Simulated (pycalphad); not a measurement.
Source of the numbers: pycalphad with the COST 507 light-alloy database (1999); pressure 1 atm. These are 1990s assessments: newer ones move some temperatures and phases. Diffusion is slow at the low end, where real alloys seldom reach equilibrium.

Molar enthalpy of Ti-0.43Hf-1.38B (at.%) in equilibrium (SER reference):

| T (°C) | H (kJ/mol) | phases |
|---|---|---|
| 2577 | 110.44 | LIQUID |
| 2377 | 101.22 | LIQUID |
| 2177 | 92.01 | LIQUID |
| 1977 | 82.79 | LIQUID |
| 1777 | 73.58 | LIQUID |
| 1677 | 68.97 | LIQUID |
| 1577 | 54.67 | BCC_A2 + LIQUID |
| 1477 | 46.43 | BCC_A2 + BM |
| 1377 | 43.00 | BCC_A2 + BM |
| 1177 | 36.50 | BCC_A2 + BM |
| 977 | 30.38 | BCC_A2 + BM |
| 777 | 20.00 | HCP_A3 + BM |
| 577 | 13.53 | HCP_A3 + BM |
| 377 | 7.44 | HCP_A3 + BM |

Cooling from 1677 °C to 1477 °C, across the freezing range, releases 22.5 kJ/mol, or 470 J/g. The slope is 46 J/(mol K) in the liquid and 34 J/(mol K) just below the solidus, where it includes any heat of precipitation. Liquidus 1638 °C, solidus 1541 °C. Changes were sought between steps of 100 K, so a narrower field can be missed.

Database names, with the compositions (at.%) that they take in these runs: BM: Ti 50 B 50. BCC_A2 is bcc; HCP_A3 is hcp.
